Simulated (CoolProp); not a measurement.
Vapour-liquid equilibrium of ethanol (1) + ethylbenzene (2) at 358.7 K; x and y are mole fractions of (1).

Values from CoolProp's multi-fluid Helmholtz-energy mixture model, Schroeder 2014 and Zhou 2012; pair parameters Bell 2016.

Task: Give the bubble pressure and the first vapour's composition at x = 0.05, 0.275, 0.575. Is there an azeotrope?

Result: x = 0.05: 49.48 kPa, y = 0.595; x = 0.275: 105.1 kPa, y = 0.831; x = 0.575: 118.9 kPa, y = 0.864. No azeotrope shows between x = 0.05 and 0.95.

The pair parameters rest on a limited set of measurements; away from them the model extrapolates. With so large a gap from Raoult's law the liquid may split in two, which this calculation doesn't test in full.
